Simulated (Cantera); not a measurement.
What does this Cantera script print?

```python
import numpy as np
import cantera as ct

gas_names = [...]  # 118 gases of nasa_gas.yaml made of C, Cl, F, H
cond_names = """
    C(gr) C6H6(L) C7H8(L) C8H18(L),n-octa
""".split()


# ... load() reads the species with a 1 bar reference pressure and builds the phases ...
atoms = {
    'CCl4': {'C': 1, 'CL': 4},
    'F2': {'F': 2},
    'H2': {'H': 2},
}
top_T = {'C(gr)': 4500}  # K; cautious upper limits of use, not melting points


# ... equilibrate(T, P, feed) seeds the gas with the atoms and calls Mixture.equilibrate('TP', solver="vcs", rtol=1e-11, max_steps=5000) ...
results = []
feed = {'CCl4': 1, 'F2': 0.069, 'H2': 14}  # mol
P = 4.8  # Pa
for T in [2548, 2598, 2648, 2698, 2748, 2798, 2848, 2898, 2948, 2998, 3048, 3098, 3148]:
    mix = equilibrate(T, P, feed)
    results.append((T, P, feed, dict(zip(mix.species_names, mix.species_moles))))
    x = sorted(zip(gas.X, gas.species_names), reverse=True)
    print(f"T = {T:g} K  P = {P:g} Pa  gas = {mix.phase_moles(0):.4g} mol")
    print("   x: " + "  ".join(f"{s} {v:.3e}" for v, s in x if v > 0.001))
    print("   condensed (mol): " + ("  ".join(f"{mix.phase(i).name} {mix.phase_moles(i):.4g}"
          for i in range(1, mix.n_phases) if mix.phase_moles(i) > 1e-12) or "none"))
```

It prints:

```
T = 2548 K  P = 4.8 Pa  gas = 31.16 mol
   x: H 8.191e-01  CL 1.213e-01  H2 3.367e-02  C3 7.945e-03  HCL 7.083e-03  C 4.750e-03  HF 4.182e-03  C2 1.030e-03
   condensed (mol): none
T = 2598 K  P = 4.8 Pa  gas = 31.62 mol
   x: H 8.306e-01  CL 1.217e-01  H2 2.285e-02  C3 7.108e-03  C 6.858e-03  HCL 4.777e-03  HF 3.970e-03  C2 1.233e-03
   condensed (mol): none
T = 2648 K  P = 4.8 Pa  gas = 31.96 mol
   x: H 8.376e-01  CL 1.219e-01  H2 1.557e-02  C 9.597e-03  C3 6.061e-03  HF 3.706e-03  HCL 3.246e-03  C2 1.416e-03
   condensed (mol): none
T = 2698 K  P = 4.8 Pa  gas = 32.24 mol
   x: H 8.414e-01  CL 1.219e-01  C 1.295e-02  H2 1.069e-02  C3 4.840e-03  HF 3.371e-03  HCL 2.225e-03  C2 1.542e-03
   condensed (mol): none
T = 2748 K  P = 4.8 Pa  gas = 32.46 mol
   x: H 8.431e-01  CL 1.217e-01  C 1.674e-02  H2 7.399e-03  C3 3.537e-03  HF 2.963e-03  C2 1.570e-03  HCL 1.541e-03  F 1.270e-03
   condensed (mol): none
T = 2798 K  P = 4.8 Pa  gas = 32.65 mol
   x: H 8.436e-01  CL 1.214e-01  C 2.057e-02  H2 5.175e-03  HF 2.502e-03  C3 2.306e-03  F 1.706e-03  C2 1.470e-03  HCL 1.079e-03
   condensed (mol): none
T = 2848 K  P = 4.8 Pa  gas = 32.79 mol
   x: H 8.436e-01  CL 1.212e-01  C 2.390e-02  H2 3.661e-03  F 2.163e-03  HF 2.026e-03  C3 1.320e-03  C2 1.251e-03
   condensed (mol): none
T = 2898 K  P = 4.8 Pa  gas = 32.9 mol
   x: H 8.436e-01  CL 1.210e-01  C 2.636e-02  H2 2.620e-03  F 2.599e-03  HF 1.579e-03
   condensed (mol): none
T = 2948 K  P = 4.8 Pa  gas = 32.98 mol
   x: H 8.437e-01  CL 1.209e-01  C 2.793e-02  F 2.980e-03  H2 1.896e-03  HF 1.191e-03
   condensed (mol): none
T = 2998 K  P = 4.8 Pa  gas = 33.03 mol
   x: H 8.438e-01  CL 1.208e-01  C 2.884e-02  F 3.290e-03  H2 1.388e-03
   condensed (mol): none
T = 3048 K  P = 4.8 Pa  gas = 33.06 mol
   x: H 8.440e-01  CL 1.208e-01  C 2.936e-02  F 3.530e-03  H2 1.026e-03
   condensed (mol): none
T = 3098 K  P = 4.8 Pa  gas = 33.08 mol
   x: H 8.442e-01  CL 1.207e-01  C 2.966e-02  F 3.708e-03
   condensed (mol): none
T = 3148 K  P = 4.8 Pa  gas = 33.1 mol
   x: H 8.444e-01  CL 1.207e-01  C 2.984e-02  F 3.837e-03
   condensed (mol): none
```

Method: chemical equilibrium by Gibbs-energy minimisation in Cantera with the NASA 1993 tables (ideal gas, pure condensed phases).
